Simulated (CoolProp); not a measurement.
The fluid at 293.15 K and 0.00597 MPa flows at 5.4 m/s in a round tube of 100 mm bore and 0.25 µm roughness, fully developed (64/Re and Nu = 3.66 if laminar; Colebrook and Gnielinski if turbulent). The same conditions are run with several fluids, on thermodynamics alone (safety and materials aside).

Model: reference Helmholtz-energy equation of state of each fluid (n-hexane: Thol 2019; R410A: Lemmon 2003; C2F6 (R116): Lemmon 2006; CH2F2 (R32): Tillner-Roth 1997), in CoolProp. Blends and air are pseudo-pure fits.

Task: Rank n-hexane, R410A, C2F6 (R116), CH2F2 (R32) by Reynolds number, highest first.

Result: n-hexane (18600), C2F6 (R116) (13100), R410A (7610), CH2F2 (R32) (5240)

| fluid | Darcy friction factor | pressure drop (Pa/m) | heat-transfer coefficient (W/(m² K)) | mass flow (kg/h) |
|---|---|---|---|---|
| n-hexane | 0.0264 | 0.815 | 6.69 | 32.4 |
| R410A | 0.0332 | 0.862 | 3.16 | 27.2 |
| C2F6 (R116) | 0.0288 | 1.42 | 5.38 | 51.6 |
| CH2F2 (R32) | 0.0369 | 0.686 | 2.36 | 19.5 |

Transport values come from each fluid's own correlations; those of C2F6 (R116), CH2F2 (R32) are estimates that may be off by 10 % or more.
